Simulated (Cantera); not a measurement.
An isothermal, constant-pressure homogeneous reactor starts with CH₄ : H₂O : N₂ = 1 : 0.47 : 0.013 (molar parts), at 1800 K and 29.0 bar.

Detailed kinetics in Cantera: GRI-Mech 3.0 (53 species, 325 reactions). GRI-Mech 3.0 stops at C3 and has no aromatics, soot or wall deposition, so with more carbon than oxygen in the feed, carbon stays in small species such as C2H2 where larger ones or solid carbon would form. The pressure lies above the range GRI-Mech 3.0 was tuned for (to about 10 atm).

Q: Predict: x(CH₄) at 50.0 s; x(H₂O) at 50.0 s; x(CH₂CO) at 50.0 s; x(C₂H₂) at 50.0 s; x(C₂H) at 50.0 s.

A: 
| Property | Value |
|---|---|
| x(CH₄) at 50.0 s | 0.135 (gas-phase equilibrium 0.132) |
| x(H₂O) at 50.0 s | 6.29e-5 (gas-phase equilibrium 6.64e-5) |
| x(CH₂CO) at 50.0 s | 5.30e-6 (gas-phase equilibrium 5.22e-6) |
| x(C₂H₂) at 50.0 s | 0.0245 (gas-phase equilibrium 0.0235) |
| x(C₂H) at 50.0 s | 1.79e-8 (gas-phase equilibrium 1.71e-8) |
